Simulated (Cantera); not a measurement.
Hydrocarbon pyrolysis for carbon deposition

A perfectly stirred reactor is fed with CH4 : H2 = 1 : 8.5 (molar parts), at 0.443 Torr; it is held at 1948 K, and followed from long to short residence time.

Detailed kinetics in Cantera: GRI-Mech 3.0 (53 species, 325 reactions). GRI-Mech 3.0 stops at C3 and has no aromatics, soot or wall deposition, so with more carbon than oxygen in the feed, carbon stays in small species such as C2H2 where larger ones or solid carbon would form. Radical loss at walls, strong at low pressure, is not modelled.

```
τ (s)    x CH4   x H2     x C2H    x C2H2   x C2H6    x C2H4
------  ------  -----  --------  --------  -------  --------
7.5     0.0110  0.940   4.34e-6    0.0418  4.02e-7   4.10e-5
1.8     0.0277  0.931   2.65e-6    0.0335  1.88e-6  0.000172
0.41    0.0586  0.914   1.10e-6    0.0184  5.79e-6  0.000526
0.097   0.0930  0.898   1.02e-7   0.00307  5.98e-6  0.000586
0.023    0.104  0.894  2.61e-10   3.02e-5  6.69e-7   4.93e-5
0.0053   0.105  0.895    <1e-12   8.99e-8  3.27e-8   8.68e-7
0.0013   0.105  0.895    <1e-12  2.69e-10  1.10e-9   1.15e-8
```
x: mole fraction; the columns are a selection and need not sum to one.
